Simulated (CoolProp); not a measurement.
Vapour-liquid equilibrium of R152A (1) + isobutene (2) at 261.7 K; x and y are mole fractions of (1).

Computed with CoolProp (multi-fluid Helmholtz-energy mixture model, Outcalt 1996 and Lemmon 2005; pair parameters Bell 2016).

**Question.** Give the bubble pressure and the first vapour's composition at x = 0.2, 0.575, 0.725. Is there an azeotrope?

**Answer.** x = 0.2: 138.3 kPa, y = 0.476; x = 0.575: 171.7 kPa, y = 0.693; x = 0.725: 176.6 kPa, y = 0.764. y crosses x between x = 0.8 and 0.875: the model has an azeotrope there.

The pair parameters rest on a limited set of measurements; away from them the model extrapolates.
